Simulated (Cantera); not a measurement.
An isothermal, constant-pressure homogeneous reactor starts with 90.2 % NO, 9.81 % N₂, at 2125 K and 100.0 Torr.

Cantera simulation using GRI-Mech 3.0 (53 species, 325 reactions); the numbers are that mechanism's predictions, not measurements.

Task: Predict: x(NO) at 2.00 s; x(O) at 2.00 s; x(NO₂) at 2.00 s; x(N₂O) at 2.00 s; x(O₂) at 2.00 s.

Result: 
```
Quantity                                            Value
----------------  ---------------------------------------
x(NO) at 2.00 s     0.0529 (gas-phase equilibrium 0.0128)
x(O) at 2.00 s    0.00296 (gas-phase equilibrium 0.00303)
x(NO₂) at 2.00 s  3.87e-5 (gas-phase equilibrium 9.58e-6)
x(N₂O) at 2.00 s  9.89e-7 (gas-phase equilibrium 2.16e-7)
x(O₂) at 2.00 s       0.422 (gas-phase equilibrium 0.442)
```
